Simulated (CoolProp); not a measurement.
Vapour-liquid equilibrium of propane (1) + R152A (2) at 0.31 MPa; x and y are mole fractions of (1).

Values from CoolProp's multi-fluid Helmholtz-energy mixture model, Lemmon 2009 and Outcalt 1996; pair parameters Bell 2016.

Problem. Give the bubble temperature and the first vapour's composition at x = 0.25, 0.45, 0.55. Is there an azeotrope?

Solution. x = 0.25: -12.1 °C, y = 0.544; x = 0.45: -15.3 °C, y = 0.644; x = 0.55: -16.0 °C, y = 0.675. y crosses x between x = 0.65 and 0.75: the model has an azeotrope there.

The pair parameters rest on a limited set of measurements; away from them the model extrapolates.
